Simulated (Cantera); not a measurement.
Cantera run, input and output.

```python
import numpy as np
import cantera as ct

gas = ct.Solution("gri30.yaml")
gas.TPX = 1825, 1333, {'CH4': 1, 'H2': 52}
reactor = ct.IdealGasConstPressureReactor(gas, energy="off", clone=False)
net = ct.ReactorNet([reactor])
net.rtol, net.atol = 1e-08, 1e-18
show = ['CH4', 'H2', 'CH3', 'C2H6', 'C2H', 'C2H4']
times = np.geomspace(6e-06, 40, 12)

steps = ct.SolutionArray(gas, extra=["t"])
rows = []
print(f"{'t/s':>10s}{'T/K':>9s}{'P/Pa':>11s}" + "".join(f"{s:>11s}" for s in show))
for t in times:
    while net.time < t:
        t_next = net.step()
        steps.append(gas.state, t=t_next)
    rows.append([np.interp(t, steps.t, y) for y in (steps.T, steps.P, *steps(*show).X.T)])
    print(f"{t:10.3e}{rows[-1][0]:9.1f}{rows[-1][1]:11.4g}" + "".join(f"{x:11.3e}" for x in rows[-1][2:]))
rate = np.gradient(steps.T, steps.t)
print("integrator steps:", len(steps.t))
if steps.T.max() > steps.T[0] + 200:
    print(f"time of steepest temperature rise: {steps.t[rate.argmax()]:.4e} s")
gas.TPX = 1825, 1333, {'CH4': 1, 'H2': 52}
gas.equilibrate("TP")
print(f"equilibrium (TP): T = {gas.T:.1f} K  " + "  ".join(f"{s} {gas[s].X[0]:.3e}" for s in show))
```

Output:

```
       t/s      T/K       P/Pa        CH4         H2        CH3       C2H6        C2H       C2H4
 6.000e-06   1825.0       1333  1.887e-02  9.811e-01  1.725e-07  4.576e-16  1.231e-28  5.976e-16
 2.503e-05   1825.0       1333  1.887e-02  9.811e-01  6.371e-07  3.669e-14  2.656e-25  6.994e-14
 1.044e-04   1825.0       1333  1.887e-02  9.811e-01  2.106e-06  2.331e-12  5.993e-22  6.834e-12
 4.357e-04   1825.0       1333  1.886e-02  9.811e-01  7.700e-06  1.064e-10  7.959e-19  4.557e-10
 1.818e-03   1825.0       1333  1.884e-02  9.811e-01  3.096e-05  3.288e-09  1.094e-15  3.076e-08
 7.585e-03   1825.0       1333  1.873e-02  9.808e-01  1.270e-04  5.972e-08  1.775e-12  1.729e-06
 3.164e-02   1825.0       1333  1.807e-02  9.800e-01  4.846e-04  5.806e-07  1.512e-09  2.540e-05
 1.320e-01   1825.0       1333  1.265e-02  9.812e-01  7.064e-04  7.629e-07  7.189e-08  2.913e-05
 5.508e-01   1825.0       1333  4.246e-03  9.852e-01  2.811e-04  1.049e-07  2.244e-07  5.758e-06
 2.298e+00   1825.0       1333  8.995e-04  9.866e-01  6.727e-05  5.404e-09  3.166e-07  2.479e-06
 9.587e+00   1825.0       1333  1.949e-04  9.868e-01  1.510e-05  2.734e-10  3.418e-07  2.364e-06
 4.000e+01   1825.0       1333  6.807e-05  9.869e-01  5.292e-06  4.246e-11  3.455e-07  2.371e-06
integrator steps: 1045
equilibrium (TP): T = 1825.0 K  CH4 6.026e-05  H2 9.869e-01  CH3 4.685e-06  C2H6 3.549e-11  C2H 3.457e-07  C2H4 2.372e-06
```

Cantera simulation using GRI-Mech 3.0 (53 species, 325 reactions); the numbers are that mechanism's predictions, not measurements. GRI-Mech 3.0 stops at C3 and has no aromatics, soot or wall deposition, so with more carbon than oxygen in the feed, carbon stays in small species such as C2H2 where larger ones or solid carbon would form. Radical loss at walls, strong at low pressure, is not modelled.
